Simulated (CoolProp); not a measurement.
The fluid at 293.15 K and 0.966 MPa (stagnation) flows isentropically through a choked orifice. The same conditions are run with several fluids, on thermodynamics alone (safety and materials aside).

The numbers come from the reference Helmholtz-energy equation of state of each fluid (carbon dioxide: Span 1996; carbon monoxide: Lemmon 2006; nitrous oxide: Lemmon 2006; R13: Platzer 1990; hydrogen chloride: Thol 2018) in CoolProp. The equations of Platzer and Polt are older, rougher fits.

**Question.** Rank carbon dioxide, carbon monoxide, nitrous oxide, R13, hydrogen chloride by throat to inlet pressure ratio, highest first.

**Answer.** R13 (0.582), nitrous oxide (0.549), carbon dioxide (0.545), hydrogen chloride (0.530), carbon monoxide (0.527)

```csv
fluid,mass flux (kg/(m² s)),throat temperature (K)
carbon dioxide,2810,253.8
carbon monoxide,2250,243.8
nitrous oxide,2800,255.4
R13,4190,271.2
hydrogen chloride,2630,245.1
```
